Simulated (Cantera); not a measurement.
Input: 1 mol SiH₂Cl₂, 0.044 mol C₃H₈, 650 mol H₂, at 0.133 bar.

These are equilibrium values from Cantera (NASA tables, ideal gas, pure condensed phases), not measurements of a reactor. Candidate condensed phases: C, C₆H₆, C₇H₈, C₈H₁₈, Si, SiC; 109 gas species. Mutual solubility and eutectic melting of coexisting phases are not modelled. Rates play no part.

**Question.** At 1548 K, list the 4 most abundant gas species with their mole fractions, and the condensed phases.

**Answer.** H₂ 0.997, HCl 0.00301, H 8.42e-5, SiCl₂ 3.01e-5. Condensed: Si(s) + SiC(s).
